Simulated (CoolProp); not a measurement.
The numbers come from the reference Helmholtz-energy equation of state, Beckmüller 2019 in CoolProp.

### Question
For n-octane, give the phase and the Z, conductivity (mW/(m K)) at 260.25 °C and 1.66 MPa; 346.85 °C and 1.66 MPa.

### Answer
- 260.25 °C and 1.66 MPa: liquid; Z 0.0978, conductivity 66.8
- 346.85 °C and 1.66 MPa: gas; Z 0.806, conductivity 49.6

Thermal conductivity comes from a separate model (Huber 2005).
